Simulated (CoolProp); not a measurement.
Vapour-liquid equilibrium of acetone (1) + p-xylene (2) at 236 kPa; x and y are mole fractions of (1).

The numbers come from the multi-fluid Helmholtz-energy mixture model, Lemmon 2006 and Zhou 2012; pair parameters Bell 2016 in CoolProp.

| x | bubble temperature (K) | y at the bubble point | dew temperature at overall composition x (K) | liquid density (mol/L) |
|---|---|---|---|---|
| 0.05 | 428.4 | 0.350 | 443.9 | 7.055 |
| 0.15 | 405.3 | 0.664 | 439.2 | 7.563 |
| 0.25 | 392.0 | 0.788 | ? | 8.016 |
| 0.35 | 383.3 | 0.851 | 428.4 | 8.460 |
| 0.45 | 377.2 | 0.890 | 422.1 | 8.920 |
| 0.55 | 372.3 | ? | 414.9 | 9.411 |
| 0.65 | 368.2 | 0.939 | 406.6 | 9.944 |
| 0.75 | 364.6 | ? | 396.5 | 10.53 |
| 0.85 | 361.2 | 0.975 | 383.5 | 11.19 |
| 0.95 | 357.9 | 0.992 | 366.1 | 11.92 |

Q: What belongs in the gaps?

A: 
- 0.25, dew temperature at overall composition x (K): 434.0
- 0.55, y at the bubble point: 0.917
- 0.75, y at the bubble point: 0.958

No azeotrope shows between x = 0.05 and 0.95.

The pair parameters rest on a limited set of measurements; away from them the model extrapolates.
